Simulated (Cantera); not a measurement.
Input: 1 mol CF₄, 9 mol H₂, 0.019 mol HCl, at 1152 °C.

Equilibrium computed with Cantera from the NASA thermochemical tables; the gas is ideal and each condensed phase is pure. Candidate condensed phases: C, C₆H₆, C₇H₈, C₈H₁₈; 118 gas species. Kinetics and transport are ignored.

x: gas mole fraction; n: condensed amount in mol.

| P (Pa) | x H₂ | x HF | x HCl | x H | x CH₄ | x Cl | n C(graphite) |
|---|---|---|---|---|---|---|---|
| 1 | 0.634 | 0.363 | 0.00172 | 0.00172 | (withheld) | 3.81e-6 | 1.000 |
| 3.60 | 0.635 | 0.363 | 0.00172 | 0.000906 | (withheld) | 2.01e-6 | 1.000 |
| 13 | 0.635 | 0.363 | 0.00172 | 0.000477 | (withheld) | 1.06e-6 | 1.000 |
| 46 | 0.635 | 0.363 | 0.00172 | 0.000253 | (withheld) | 5.63e-7 | 1.000 |
| 170 | 0.635 | 0.363 | 0.00172 | 0.000132 | (withheld) | 2.93e-7 | 1.000 |
| 600 | 0.635 | 0.363 | 0.00172 | 7.02e-5 | (withheld) | 1.56e-7 | 1.000 |
| 2200 | 0.635 | 0.363 | 0.00172 | 3.67e-5 | (withheld) | 8.15e-8 | 1.000 |
| 7700 | 0.635 | 0.363 | 0.00172 | 1.96e-5 | (withheld) | 4.36e-8 | 0.999 |
| 28000 | 0.635 | 0.363 | 0.00172 | 1.03e-5 | (withheld) | 2.29e-8 | 0.995 |
| 100000 | 0.633 | 0.364 | 0.00173 | 5.43e-6 | (withheld) | 1.21e-8 | 0.983 |

### Question
Some entries are withheld; supply them.

### Answer

- 1, x CH₄: 1.51e-8
- 3.60, x CH₄: 5.46e-8
- 13, x CH₄: 1.97e-7
- 46, x CH₄: 6.99e-7
- 170, x CH₄: 2.58e-6
- 600, x CH₄: 9.12e-6
- 2200, x CH₄: 3.34e-5
- 7700, x CH₄: 0.000117
- 28000, x CH₄: 0.000425
- 100000, x CH₄: 0.00151
